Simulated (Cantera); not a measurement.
A closed system holds: 1 mol n-butane, 16 mol H₂, 32 mol N₂, held at 1.00 bar.

These are equilibrium values from Cantera (NASA tables, ideal gas, pure condensed phases), not measurements of a reactor. Candidate condensed phases: C, C₆H₆, C₇H₈, C₈H₁₈; 92 gas species. Rates play no part. All values below are at 1250 °C.

Base state: N₂ 0.604, H₂ 0.395, HCN 0.000606, CH₄ 0.000360, H 1.45e-5, NH₃ 1.12e-5, HNC 1.10e-5 (mole fractions); condensed: C(graphite).

### Question
What changes in the equilibrium state with this change: N₂ from 32 to 0.5 mol?

### Answer
| species | before | after |
|---|---|---|
| H₂ | 0.395 | 0.974 |
| N₂ | 0.604 | 0.0232 |
| CH₄ | 0.000360 | 0.00219 |
| HNC | 1.10e-5 | 3.39e-6 |
| HCN | 0.000606 | 0.000187 |
| C₂H₂ (acetylene) | 4.67e-6 | 1.15e-5 |
| H | 1.45e-5 | 2.28e-5 |
| NH₃ | 1.12e-5 | 8.48e-6 |
| C(graphite), mol | 3.95 | 3.95 |
